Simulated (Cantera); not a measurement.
A closed system holds: 1 mol Si3N4, 0.059 mol H2O, 28 mol N2, at 140000 Pa.

Method: chemical equilibrium by Gibbs-energy minimisation in Cantera with the NASA 1993 tables (ideal gas, pure condensed phases). Candidate condensed phases: H2O, Si, SiO2, Si2N2O, Si3N4; 35 gas species. Mutual solubility and eutectic melting of coexisting phases are not modelled. Rates play no part.

Q: Which condensed phases are stable at each of these points (T (K)): 1000, 1100, 1200, 1300, 1400, 1500, 1600, 1700, 1800, 1900, 2000, 2100?

A: 
```json
[
 {"T (K)": "1000", "condensed phases": "Si2N2O(s) + Si3N4(s)", "Si condensed (%)": "100.0"},
 {"T (K)": "1100", "condensed phases": "Si2N2O(s) + Si3N4(s)", "Si condensed (%)": "100.0"},
 {"T (K)": "1200", "condensed phases": "Si2N2O(s) + Si3N4(s)", "Si condensed (%)": "100.0"},
 {"T (K)": "1300", "condensed phases": "Si2N2O(s) + Si3N4(s)", "Si condensed (%)": "100.0"},
 {"T (K)": "1400", "condensed phases": "Si2N2O(s) + Si3N4(s)", "Si condensed (%)": "100.0"},
 {"T (K)": "1500", "condensed phases": "Si2N2O(s) + Si3N4(s)", "Si condensed (%)": "100.0"},
 {"T (K)": "1600", "condensed phases": "Si2N2O(s) + Si3N4(s)", "Si condensed (%)": "100.0"},
 {"T (K)": "1700", "condensed phases": "Si2N2O(s) + Si3N4(s)", "Si condensed (%)": "100.0"},
 {"T (K)": "1800", "condensed phases": "Si2N2O(s) + Si3N4(s)", "Si condensed (%)": "100.0"},
 {"T (K)": "1900", "condensed phases": "Si2N2O(s) + Si3N4(s)", "Si condensed (%)": "99.7"},
 {"T (K)": "2000", "condensed phases": "Si2N2O(s) + Si3N4(s)", "Si condensed (%)": "98.2"},
 {"T (K)": "2100", "condensed phases": "Si3N4(s)", "Si condensed (%)": "98.0"}
]
```

From 1000 K to 2000 K the condensed part is Si2N2O(s) + Si3N4(s). At 2100 K the condensed part is Si3N4(s).
